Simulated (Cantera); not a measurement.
A Cantera script and what it prints.

```python
import numpy as np
import cantera as ct

gas_names = """
    CL CL2 N N2 Si SiCL SiCL2 SiCL3 SiCL4 SiN Si2 Si2N Si3
""".split()
cond_names = """
    Si(cr) Si(L) Si3N4(a)
""".split()


# ... load() reads the species with a 1 bar reference pressure and builds the phases ...
atoms = {
    'Si3N4': {'Si': 3, 'N': 4},
    'Cl2': {'CL': 2},
}
top_T = {'Si3N4(a)': 2400}  # K; cautious upper limits of use, not melting points


# ... equilibrate(T, P, feed) seeds the gas with the atoms and calls Mixture.equilibrate('TP', solver="vcs", rtol=1e-11, max_steps=5000) ...
results = []
feed = {'Si3N4': 1, 'Cl2': 28}  # mol
T = 1648.15  # K
P = 1000  # Pa
mix = equilibrate(T, P, feed)
results.append((T, P, feed, dict(zip(mix.species_names, mix.species_moles))))
x = sorted(zip(gas.X, gas.species_names), reverse=True)
print(f"T = {T:g} K  P = {P:g} Pa  gas = {mix.phase_moles(0):.4g} mol")
print("   x: " + "  ".join(f"{s} {v:.3e}" for v, s in x if v > 1e-05))
print("   condensed (mol): " + ("  ".join(f"{mix.phase(i).name} {mix.phase_moles(i):.4g}"
      for i in range(1, mix.n_phases) if mix.phase_moles(i) > 1e-12) or "none"))
```

Result:

```
T = 1648.15 K  P = 1000 Pa  gas = 40.48 mol
   x: CL 6.657e-01  CL2 2.108e-01  SiCL4 7.377e-02  N2 4.941e-02  SiCL3 3.351e-04
   condensed (mol): none
```

Method: chemical equilibrium by Gibbs-energy minimisation in Cantera with the NASA 1993 tables (ideal gas, pure condensed phases). The tables' values for SiCl3 are old estimates; treat these amounts as uncertain.
